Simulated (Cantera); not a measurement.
Predominance diagram of Cu at 1252 °C against the partial pressures of O2 and F2 (log10, bar). Source: NASA polynomial tables (part measured, part estimated), evaluated in Cantera. Candidates: Cu(l), CuF2(l), Cu2O(l). Only these pure phases compete in this equilibrium. 

```
log p(F2) \ log p(O2)
        columns: -22, -21, -20.1, -19.1, -18.2, -17.2, -16.3, -15.3, -14.3, -13.4, -12.4, -11.5, -10.5, -9.6, -8.6, -7.7, -6.7, -5.7, -4.8, -3.8, -2.9, -1.9, -1, 0
      0  A A A A A A A A A A A A A A A A A A A A A A A A
     -2  A A A A A A A A A A A A A A A A A A A A A A A A
     -4  A A A A A A A A A A A A A A A A A A A A A A A A
     -6  A A A A A A A A A A A A A A A A A A A A A A A A
     -8  A A A A A A A A A A A A A A A A A A A A A A A A
    -10  A A A A A A A A A A A A A A A A A A A A A A A A
    -12  B B B B B B B B B B B B B B B B B B B C C C C C
    -14  B B B B B B B B B B B B B B B B B B B C C C C C
    -16  B B B B B B B B B B B B B B B B B B B C C C C C
    -18  B B B B B B B B B B B B B B B B B B B C C C C C
    -20  B B B B B B B B B B B B B B B B B B B C C C C C
    -22  B B B B B B B B B B B B B B B B B B B C C C C C
    -24  B B B B B B B B B B B B B B B B B B B C C C C C
```

A: CuF2(l); B: Cu(l); C: Cu2O(l).
